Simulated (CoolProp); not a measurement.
Dimethyl carbonate at several states: density (kg/m³) from the reference equation and from simpler models built on Tc = 557.0 K, pc = 4.909 MPa, ω = 0.346; each cubic takes its own stable root.

Values from CoolProp's reference Helmholtz-energy equation of state, Zhou 2011.

| T (K) | p (MPa) | phase | reference | van der Waals | Redlich-Kwong | Soave-Redlich-Kwong |
|---|---|---|---|---|---|---|
| 421.7 | 0.0257 | gas | 0.6632 | 0.6622 | 0.6628 | 0.6632 |
| 385.6 | 6.9 | liquid | 953.1 | 572.5 | 818.5 | 856.1 |
| 354.1 | 15.5 | liquid | 1007 | 611.9 | 874.8 | 904.9 |
